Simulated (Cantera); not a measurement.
## Aluminium and copper etching: Cu + F₂

Input: 1 mol Cu, 6.2 mol F₂, equilibrated at 1123.15 K.

Equilibrium computed with Cantera from the NASA thermochemical tables; the gas is ideal and each condensed phase is pure. Candidate condensed phases: Cu, CuF₂; 6 gas species. The numbers say what is thermodynamically allowed, not how fast it happens.

From 1.00 Pa to 320 Pa nothing is condensed. From 1300 Pa to 100000 Pa the condensed part is CuF₂(l). The main Cu-bearing gas is CuF₂ throughout.

| P (Pa) | x F | x F₂ | x CuF₂ | x CuF | n CuF₂(l) |
|---|---|---|---|---|---|
| 1 | 0.912 | 9.79e-5 | 0.0877 | 6.13e-6 | 0 |
| 4.20 | 0.912 | 0.000411 | 0.0878 | 1.46e-6 | 0 |
| 18 | 0.910 | 0.00176 | 0.0879 | 3.42e-7 | 0 |
| 75 | 0.904 | 0.00722 | 0.0884 | 8.30e-8 | 0 |
| 320 | 0.881 | 0.0292 | 0.0903 | 2.04e-8 | 0 |
| 1300 | 0.863 | 0.114 | 0.0234 | 1.33e-9 | 0.777 |
| 5600 | 0.685 | 0.309 | 0.00543 | 9.01e-11 | 0.957 |
| 24000 | 0.443 | 0.555 | 0.00127 | 7.58e-12 | 0.992 |
| 100000 | 0.252 | 0.748 | 0.000304 | <1e-12 | 0.998 |
x: gas mole fraction; n: condensed amount in mol.
